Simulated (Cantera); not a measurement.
An adiabatic, constant-pressure homogeneous reactor starts with CH4 : H2 : O2 : N2 : CO2 = 1 : 0.091 : 2.59 : 8.29 : 2.5 (molar parts), equivalence ratio 0.79, at 1348 K and 3750 Torr. Integrator tolerance rtol = 1e-08.

Cantera simulation using GRI-Mech 3.0 (53 species, 325 reactions); the numbers are that mechanism's predictions, not measurements.

Task: What does this change do: O2 2.59 to 1.2 parts?

Result: 
```json
[
 {"quantity": "time of steepest temperature rise", "before": "0.942 ms", "after": "3.29 ms"},
 {"quantity": "temperature at 2.00 s", "before": "2483 K", "after": "1986 K"},
 {"quantity": "equilibrium temperature", "before": "2483 K", "after": "1986 K"},
 {"quantity": "x(CH4) at 2.00 s", "before": "<1e-12 (gas-phase equilibrium <1e-12)", "after": "7.42e-12 (gas-phase equilibrium 7.99e-12)"},
 {"quantity": "x(H2) at 2.00 s", "before": "0.00170 (gas-phase equilibrium 0.00170)", "after": "0.0197 (gas-phase equilibrium 0.0197)"},
 {"quantity": "x(O2) at 2.00 s", "before": "0.0401 (gas-phase equilibrium 0.0401)", "after": "6.03e-7 (gas-phase equilibrium 6.03e-7)"},
 {"quantity": "x(C2H6) at 2.00 s", "before": "<1e-12 (gas-phase equilibrium <1e-12)", "after": "<1e-12 (gas-phase equilibrium <1e-12)"},
 {"quantity": "x(CO) at 2.00 s", "before": "0.0169 (gas-phase equilibrium 0.0169)", "after": "0.102 (gas-phase equilibrium 0.102)"},
 {"quantity": "x(H) at 2.00 s", "before": "0.000434 (gas-phase equilibrium 0.000434)", "after": "9.34e-5 (gas-phase equilibrium 9.34e-5)"}
]
```

Task: What does this change do: pressure from 3750 Torr to 7500 Torr?

Result: 
| quantity | before | after |
|---|---|---|
| time of steepest temperature rise | 0.942 ms | 0.479 ms |
| temperature at 2.00 s | 2483 K | 2508 K |
| equilibrium temperature | 2483 K | 2508 K |
| x(CH4) at 2.00 s | <1e-12 (gas-phase equilibrium <1e-12) | <1e-12 (gas-phase equilibrium <1e-12) |
| x(H2) at 2.00 s | 0.00170 (gas-phase equilibrium 0.00170) | 0.00138 (gas-phase equilibrium 0.00138) |
| x(O2) at 2.00 s | 0.0401 (gas-phase equilibrium 0.0401) | 0.0388 (gas-phase equilibrium 0.0388) |
| x(C2H6) at 2.00 s | <1e-12 (gas-phase equilibrium <1e-12) | <1e-12 (gas-phase equilibrium <1e-12) |
| x(CO) at 2.00 s | 0.0169 (gas-phase equilibrium 0.0169) | 0.0140 (gas-phase equilibrium 0.0140) |
| x(H) at 2.00 s | 0.000434 (gas-phase equilibrium 0.000434) | 0.000308 (gas-phase equilibrium 0.000308) |
